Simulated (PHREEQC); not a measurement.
Ca(OH)2 is added in steps, without added water, to 1 kg of water holding 3.8 mmol/kgw CaSO4, 46 mmol/kgw Na2CO3 and 0.00079 mmol/kgw H4SiO4, at 75 °C. O2 is buffered at 0.21 atm. No CO2 enters from the air. The run lets Aragonite, Gypsum, Portlandite, SiO2(a), Mirabilite, Nahcolite, Natron precipitate or redissolve, and no other solid.

Base run: PHREEQC, ion-association model, wateq4f.dat. Each further column changes one thing. The table gives pH.

```
Ca(OH)2 added (mol)   base  Davies equation for every ion  all activity coefficients set to 1  metal-ligand complexes left out  Debye-Hückel limiting law
-------------------  -----  -----------------------------  ----------------------------------  -------------------------------  -------------------------
0                    10.16                          10.17                               10.22                            10.43                      10.13
0.000705             10.25                          10.25                               10.31                            10.47                      10.21
0.00141              10.32                          10.33                               10.40                            10.52                      10.29
0.002115             10.40                          10.40                               10.48                            10.56                      10.36
0.002585             10.44                          10.45                               10.54                            10.58                      10.40
0.00329              10.51                          10.51                               10.60                            10.62                      10.47
0.003995             10.57                          10.57                               10.67                            10.66                      10.53
0.0047               10.62                          10.63                               10.72                            10.69                      10.58
```

Away from 25 °C the constants follow the database's enthalpies or fits; those with neither stay at their 25 °C values.
